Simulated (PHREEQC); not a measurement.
Make-up at 5 °C: 0.27 mol Pb(NO3)2, 0.0012 mol MgSO4 and 0.0052 mol HCl per kg of water. Closed to the air; pH follows from the charge balance.

Computed with PHREEQC (ion-association model, phreeqc.dat).

Precipitation was switched off in this run.

Problem. Predict the pH, ionic strength.

Solution. pH 2.40; ionic strength 0.498 mol/kgw.

Problem. In which forms is S present?

Solution. PbSO4 76 %, SO4-2 22 %, HSO4- 1.6 % of the S.

Saturation is exceeded, for instance for Anglesite; the values hold only as long as no solid forms. Constants without temperature data keep their 25 °C values here.
